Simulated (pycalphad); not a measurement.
CALPHAD calculation (pycalphad, COST 507 light-alloy database (1999)), 1 atm. These are 1990s assessments: newer ones move some temperatures and phases.

Molar enthalpy of Si-9.451Al (wt.%) in equilibrium (SER reference):

```
T (°C)  H (kJ/mol)               phases
------  ----------  -------------------
1577         86.85               LIQUID
1497         84.64               LIQUID
1417         82.43               LIQUID
1377         81.32               LIQUID
1337         62.25  LIQUID + DIAMOND_A4
1257         45.30  DIAMOND_A4 + LIQUID
1177         38.29  DIAMOND_A4 + LIQUID
1097         33.63  DIAMOND_A4 + LIQUID
1017         29.93  DIAMOND_A4 + LIQUID
937          26.71  DIAMOND_A4 + LIQUID
857          23.79  DIAMOND_A4 + LIQUID
777          21.07  DIAMOND_A4 + LIQUID
697          18.50  DIAMOND_A4 + LIQUID
617          16.05  DIAMOND_A4 + LIQUID
577          13.35  DIAMOND_A4 + FCC_A1
537          12.28  DIAMOND_A4 + FCC_A1
457          10.20  DIAMOND_A4 + FCC_A1
377           8.17  DIAMOND_A4 + FCC_A1
297           6.20  DIAMOND_A4 + FCC_A1
```

Cooling from 1377 °C to 577 °C, across the freezing range, releases 68.0 kJ/mol, or 2430 J/g. The slope is 28 J/(mol K) in the liquid and 27 J/(mol K) just below the solidus, where it includes any heat of precipitation. Liquidus 1366 °C, solidus 577 °C. Changes were sought between steps of 40 K, so a narrower field can be missed.

FCC_A1 is fcc; DIAMOND_A4 is diamond (Si).
